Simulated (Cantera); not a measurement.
Charge: 1 mol Si3N4, 0.017 mol CO2, 350 mol N2, held at 925 °C and 16.0 Pa.

Cantera equilibrium calculation (NASA polynomials, part measured and part estimated; ideal gas, pure solids and liquids). Candidate condensed phases: C, Si, SiC, SiO2, Si2N2O, Si3N4; 34 gas species. Mutual solubility and eutectic melting of coexisting phases are not modelled. The numbers say what is thermodynamically allowed, not how fast it happens.

Base state: N2 1.000, CO 2.18e-5 (mole fractions); condensed: SiC(s) + Si2N2O(s) + Si3N4(s).

### Question
What changes in the equilibrium state with this change: pressure from 16.0 Pa to 13.3 mbar?

### Answer
| species | before | after |
|---|---|---|
| N2 | 1.000 | 1.000 |
| CO | 2.18e-5 | 2.09e-6 |
| SiC(s), mol | 0.00936 | 0 |
| Si2N2O(s), mol | 0.0264 | 0.0333 |
| Si3N4(s), mol | 0.979 | 0.978 |
| C(graphite), mol | 0 | 0.0163 |

### Question
What changes in the equilibrium state with this change: temperature from 925 °C to 650 °C?

### Answer
```tsv
species	before	after
N2	1.000	1.00
CO	2.18e-5	2.00e-9
SiC(s), mol	0.00936	0
Si2N2O(s), mol	0.0264	0.0340
Si3N4(s), mol	0.979	0.977
C(graphite), mol	0	0.0170
```
